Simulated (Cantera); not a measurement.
What does this Cantera script print?

```python
import numpy as np
import cantera as ct

gas = ct.Solution("gri30.yaml")
gas.TPX = 1700, 76000, {'CO': 1, 'H2': 0.32, 'CH4': 1.4, 'O2': 2.47, 'N2': 9.29, 'CO2': 3.2}
reactor = ct.IdealGasReactor(gas, energy="on", clone=False)
net = ct.ReactorNet([reactor])
net.rtol, net.atol = 1e-08, 1e-16
show = ['CO', 'H2', 'CH4', 'CH2O', 'HCN', 'C2H6']
times = np.geomspace(7e-06, 3, 14)

steps = ct.SolutionArray(gas, extra=["t"])
rows = []
print(f"{'t/s':>10s}{'T/K':>9s}{'P/Pa':>11s}" + "".join(f"{s:>11s}" for s in show))
for t in times:
    while net.time < t:
        t_next = net.step()
        steps.append(gas.state, t=t_next)
    rows.append([np.interp(t, steps.t, y) for y in (steps.T, steps.P, *steps(*show).X.T)])
    print(f"{t:10.3e}{rows[-1][0]:9.1f}{rows[-1][1]:11.4g}" + "".join(f"{x:11.3e}" for x in rows[-1][2:]))
rate = np.gradient(steps.T, steps.t)
print("integrator steps:", len(steps.t))
if steps.T.max() > steps.T[0] + 200:
    print(f"time of steepest temperature rise: {steps.t[rate.argmax()]:.4e} s")
gas.TPX = 1700, 76000, {'CO': 1, 'H2': 0.32, 'CH4': 1.4, 'O2': 2.47, 'N2': 9.29, 'CO2': 3.2}
gas.equilibrate("UV")
print(f"equilibrium (UV): T = {gas.T:.1f} K  " + "  ".join(f"{s} {gas[s].X[0]:.3e}" for s in show))
```

It prints:

```
       t/s      T/K       P/Pa         CO         H2        CH4       CH2O        HCN       C2H6
 7.000e-06   1699.9    7.6e+04  5.656e-02  1.810e-02  7.917e-02  4.530e-07  1.422e-15  4.120e-09
 1.898e-05   1699.8  7.599e+04  5.656e-02  1.810e-02  7.911e-02  4.352e-06  1.457e-14  1.239e-07
 5.147e-05   1699.8    7.6e+04  5.655e-02  1.809e-02  7.882e-02  4.925e-05  2.742e-13  5.244e-06
 1.396e-04   1714.4  7.671e+04  5.709e-02  1.866e-02  7.373e-02  9.190e-04  1.367e-10  4.236e-04
 3.785e-04   2645.6  1.248e+05  1.335e-01  1.677e-02  4.673e-15  9.850e-10  3.931e-10  1.027e-28
 1.026e-03   2709.3  1.272e+05  1.299e-01  1.586e-02  7.548e-15  1.052e-09  1.367e-09  1.634e-28
 2.783e-03   2703.5   1.27e+05  1.303e-01  1.599e-02  7.893e-15  1.062e-09  2.582e-09  1.760e-28
 7.546e-03   2699.4  1.268e+05  1.306e-01  1.608e-02  8.136e-15  1.069e-09  3.415e-09  1.852e-28
 2.046e-02   2699.0  1.268e+05  1.306e-01  1.609e-02  8.156e-15  1.069e-09  3.483e-09  1.860e-28
 5.549e-02   2699.0  1.268e+05  1.306e-01  1.609e-02  8.156e-15  1.069e-09  3.484e-09  1.860e-28
 1.505e-01   2699.0  1.268e+05  1.306e-01  1.609e-02  8.156e-15  1.069e-09  3.484e-09  1.860e-28
 4.080e-01   2699.0  1.268e+05  1.306e-01  1.609e-02  8.156e-15  1.069e-09  3.484e-09  1.860e-28
 1.106e+00   2699.0  1.268e+05  1.306e-01  1.609e-02  8.156e-15  1.069e-09  3.484e-09  1.860e-28
 3.000e+00   2699.0  1.268e+05  1.306e-01  1.609e-02  8.156e-15  1.069e-09  3.484e-09  1.860e-28
integrator steps: 1563
time of steepest temperature rise: 2.2042e-04 s
equilibrium (UV): T = 2699.0 K  CO 1.306e-01  H2 1.609e-02  CH4 1.050e-14  CH2O 1.069e-09  HCN 3.484e-09  C2H6 2.861e-28
```

Detailed kinetics in Cantera: GRI-Mech 3.0 (53 species, 325 reactions).
